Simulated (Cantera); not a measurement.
A Cantera script and what it prints.

```python
import numpy as np
import cantera as ct

gas_names = """
    H HO2 H2 H2O H2O2 H2S H2SO4 O OH O2 O3 S SH SO SO2 SO3 S2 S2O S8
""".split()
cond_names = """
    H2O(s) H2O(L) H2SO4(L) S(cr1) S(cr2) S(L)
""".split()


def load(file, names, dense=False):
    # The tables refer to 1 bar. Condensed volumes are neglected.
    table = {s.name: s for s in ct.Species.list_from_file(file)}
    out = []
    for n in names:
        d = dict(table[n].input_data)
        d["thermo"] = dict(d["thermo"], **{"reference-pressure": 1e5})
        if dense:
            d["equation-of-state"] = {"model": "constant-volume", "density": "1e6 g/cm^3"}
        out.append(ct.Species.from_dict(d))
    return out


gas = ct.Solution(thermo="ideal-gas", species=load("nasa_gas.yaml", gas_names))
cond = {s.name: ct.Solution(thermo="fixed-stoichiometry", species=[s], name=s.name)
        for s in load("nasa_condensed.yaml", cond_names, dense=True)}
atoms = {
    'S': {'S': 1},
    'O2': {'O': 2},
    'H2': {'H': 2},
}
top_T = {}  # K; cautious upper limits of use, not melting points


def equilibrate(T, P, feed):
    n = {}
    for name, mol in feed.items():
        for a, k in atoms[name].items():
            n[a] = n.get(a, 0.0) + k * mol
    gas.TPX = T, P, n
    mass = sum(n.values()) * gas.mean_molecular_weight
    gas.equilibrate("TP")
    valid = [c for c in cond.values() if c.min_temp <= T <= top_T.get(c.name, c.max_temp)]
    mix = ct.Mixture([(gas, mass / gas.mean_molecular_weight)] + [(c, 0.0) for c in valid])
    mix.T, mix.P = T, P
    mix.equilibrate("TP", solver="vcs", rtol=1e-11, max_steps=5000)
    return mix


results = []
T = 1698.15  # K
P = 12000000  # Pa
for m in [0.2, 0.34, 0.48, 0.62, 0.76, 0.9, 1]:
    feed = {'S': 1, 'O2': 0.1, 'H2': m}  # mol
    mix = equilibrate(T, P, feed)
    results.append((T, P, feed, dict(zip(mix.species_names, mix.species_moles))))

top = {s: max(r[3][s] / sum(r[3][g] for g in gas_names) for r in results) for s in gas_names}
cols = sorted((s for s in top if top[s] > 0.0001), key=lambda s: -top[s])[:8]
seen = [c for c in cond_names if any(r[3].get(c, 0) > 1e-12 for r in results)]
print("log10 of partial pressures in bar; condensed amounts in mol")
print(f"{'n(H2)':>10s}" + "".join(f"{s[:9]:>10s}" for s in cols + seen))
for T, P, feed, n in results:
    ng = sum(n[g] for g in gas_names)
    print(f"{feed['H2']:10.4g}" + "".join(f"{np.log10(max(n[s] / ng * P / 1e5, 1e-99)):10.3f}" for s in cols)
          + "".join(f"{n.get(c, 0):10.4g}" for c in seen))
```

Output:

```
log10 of partial pressures in bar; condensed amounts in mol
     n(H2)        S2       H2S       H2O        H2       SO2       S2O        SH        SO
       0.2     1.859     1.269     1.192     0.148     0.917     0.535    -0.486    -0.650
      0.34     1.775     1.480     1.320     0.400     0.626     0.327    -0.402    -0.817
      0.48     1.682     1.615     1.364     0.582     0.303     0.096    -0.357    -1.001
      0.62     1.576     1.711     1.368     0.731    -0.039    -0.155    -0.335    -1.199
      0.76     1.455     1.781     1.354     0.862    -0.390    -0.422    -0.331    -1.405
       0.9     1.313     1.830     1.330     0.982    -0.748    -0.707    -0.342    -1.619
         1     1.197     1.855     1.310     1.064    -1.011    -0.925    -0.359    -1.780
```

Method: chemical equilibrium by Gibbs-energy minimisation in Cantera with the NASA 1993 tables (ideal gas, pure condensed phases). The ideal-gas law is rough above about 30 bar.
